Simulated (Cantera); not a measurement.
A closed system holds: 1 mol SiCl4, a varied amount of HCl, 19 mol H2, equilibrated at 1025 K and 1880 Torr.

Method: chemical equilibrium by Gibbs-energy minimisation in Cantera with the NASA 1993 tables (ideal gas, pure condensed phases). Candidate condensed phases: Si; 19 gas species. The tables' values for SiCl3 are old estimates; treat these amounts as uncertain. Equilibrium is a limit: real reactors are often held back by kinetics, nucleation or transport.

x: gas mole fraction; nothing condenses.

```
n(HCl) (mol)   x H2       x HCl  x SiCl4    x SiHCl3   x SiH2Cl2
------------  -----  ----------  -------  ----------  ----------
0.69          0.910      0.0414   0.0404     0.00763    0.000160
1.1           0.895      0.0579   0.0417     0.00553     8.15e-5
1.5           0.879  (withheld)   0.0421  (withheld)  (withheld)
1.9           0.864      0.0903   0.0421     0.00346     3.16e-5
2.3           0.849       0.106   0.0419     0.00288     2.20e-5
2.7           0.834       0.121   0.0415     0.00245     1.61e-5
3.1           0.820       0.136   0.0411     0.00213     1.22e-5
3.5           0.807       0.151   0.0406     0.00187     9.52e-6
3.9           0.793       0.165   0.0401     0.00166     7.62e-6
4.3           0.780       0.178   0.0396  (withheld)  (withheld)
4.7           0.768       0.192   0.0391     0.00135     5.15e-6
5.1           0.756       0.204   0.0386     0.00123     4.32e-6
5.6           0.741       0.220   0.0379     0.00110     3.53e-6
```

Question: Complete the blanks.

Answer: 
- 1.5, x HCl: 0.0742
- 1.5, x SiHCl3: 0.00429
- 1.5, x SiH2Cl2: 4.84e-5
- 4.3, x SiHCl3: 0.00149
- 4.3, x SiH2Cl2: 6.21e-6
